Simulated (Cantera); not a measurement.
Mixture: H2 : O2 : N2 = 1 : 0.5 : 1.88 (molar parts), equivalence ratio 1.0, at 21.0 bar, adiabatic and at constant pressure. Ignition delay is the time to a rise of 400 K.

Detailed kinetics in Cantera: GRI-Mech 3.0 (53 species, 325 reactions). The hydrogen kinetics of GRI-Mech 3.0 are dated; newer H2 mechanisms differ, most at raised pressure. The pressure lies above the range GRI-Mech 3.0 was tuned for (to about 10 atm).

Question: At T0 = 1350 K, what is the delay, and which 8 reactions control it most (d ln τ / d ln k, from doubling and halving each rate constant)?

Answer: The delay is 4.53 µs.
| reaction | d ln τ / d ln k | faster rate |
|---|---|---|
| H + O2 <=> O + OH | -2.05 | shortens it |
| H + O2 + N2 <=> HO2 + N2 | 1.11 | lengthens it |
| H + O2 + M <=> HO2 + M | 1.02 | lengthens it |
| H + O2 + O2 <=> HO2 + O2 | 0.30 | lengthens it |
| H + HO2 <=> 2 OH | -0.25 | shortens it |
| H + H2O2 <=> H2 + HO2 | -0.20 | shortens it |
| H2 + O <=> H + OH | -0.14 | shortens it |
| H2 + OH <=> H + H2O | -0.09 | shortens it |
